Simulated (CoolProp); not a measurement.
Vapour-liquid equilibrium of diethyl ether (1) + benzene (2) at 348.4 K; x and y are mole fractions of (1).

Values from CoolProp's multi-fluid Helmholtz-energy mixture model, Thol 2014 and Thol 2012; pair parameters Bell 2016.

```
x      bubble pressure (MPa)  y at the bubble point  dew pressure at overall composition x (MPa)  liquid density (mol/L)
-----  ---------------------  ---------------------  -------------------------------------------  ----------------------
0.05                  0.1001                  0.168                                      0.09063                   10.40
0.125                 0.1194                  0.352                                      0.09640                   10.27
0.2                   0.1387                  0.486                                       0.1030                   10.14
0.275                 0.1581                  0.587                                       0.1105                   10.01
0.35                  0.1776                  0.667                                       0.1191                   9.878
0.425                 0.1972                      …                                       0.1292                   9.748
0.5                   0.2170                  0.786                                            …                       …
0.575                 0.2370                  0.832                                       0.1555                   9.484
0.65                       …                  0.871                                       0.1731                   9.351
0.725                 0.2777                  0.905                                       0.1949                   9.216
0.8                   0.2985                      …                                       0.2228                   9.079
0.875                 0.3195                      …                                       0.2596                   8.940
0.95                  0.3409                  0.985                                            …                   8.798
```

**Question.** Fill in the missing entries.

**Answer.** 
- 0.425, y at the bubble point: 0.732
- 0.5, dew pressure at overall composition x (MPa): 0.1412
- 0.5, liquid density (mol/L): 9.616
- 0.65, bubble pressure (MPa): 0.2573
- 0.8, y at the bubble point: 0.935
- 0.875, y at the bubble point: 0.962
- 0.95, dew pressure at overall composition x (MPa): 0.3101

No azeotrope shows between x = 0.05 and 0.95.

Pair parameters are fitted to limited data, so mixtures are less certain than the pure fluids.
